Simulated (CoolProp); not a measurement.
Values from CoolProp's reference Helmholtz-energy equation of state, Smukala 2000.

Task: For ethylene, give the phase and the cv (kJ/(kg K)), Joule-Thomson coefficient (K/MPa) at 11.05 °C and 1.6 MPa.

Result: 
- 11.05 °C and 1.6 MPa: gas; cv 1.24, Joule-Thomson coefficient 12.1
